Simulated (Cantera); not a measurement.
**Fe + O₂ + H₂ (metals in furnace atmospheres)**

A closed system holds: 1 mol Fe, 0.0032 mol O₂, 17 mol H₂.

Cantera equilibrium calculation (NASA polynomials, part measured and part estimated; ideal gas, pure solids and liquids). Candidate condensed phases: Fe, FeO, Fe(OH)₂, Fe(OH)₃, Fe₂O₃, Fe₃O₄, H₂O; 12 gas species. Kinetics and transport are ignored.

Stable condensed phases:

```
T in °C \ P in Pa
              10      35     120     440    1600    5500   19000   68000  240000  850000 3000000
   1602        A       A       A       B       B       B       B       B       B       B       B
   1502        A       A       B       B       B       B       B       B       B       B       B
   1402        B       B       B       B       B       B       B       B       B       B       B
   1302        B       B       B       B       B       B       B       B       B       B       B
   1202        B       B       B       B       B       B       B       B       B       B       B
   1102        B       B       B       B       B       B       B       B       B       B       B
   1002        B       B       B       B       B       B       B       B       B       B       B
    902        B       B       B       B       B       B       B       B       B       B       B
    802        B       B       B       B       B       B       B       B       B       B       B
    702        B       B       B       B       B       B       B       B       B       B       B
    602        B       B       B       B       B       B       B       B       B       B       B
    502        B       B       B       B       B       B       B       B       B       B       B
    402        B       B       B       B       B       B       B       B       B       B       B
```

A: gas only; B: Fe.
